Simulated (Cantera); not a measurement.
A freely propagating, adiabatic, planar premixed flame of CH4 : C2H6 : O2 : N2 = 1 : 1.3 : 5.46 : 20.5 (molar parts), equivalence ratio 1.2, unburnt at 325 K and 90000 Pa; mixture-averaged transport, grid criteria slope 0.08 and curve 0.16, no radiation.

Detailed kinetics in Cantera: GRI-Mech 3.0 (53 species, 325 reactions). Burning velocities carry a grid error of a few per cent, more on coarse grids.

Problem. Predict: laminar burning velocity; thermal thickness; peak x(OH); peak x(C2H).

Solution. 
- laminar burning velocity = 46.4 cm/s
- thermal thickness = 0.417 mm
- peak x(OH) = 0.00602
- peak x(C2H) = 2.30e-6
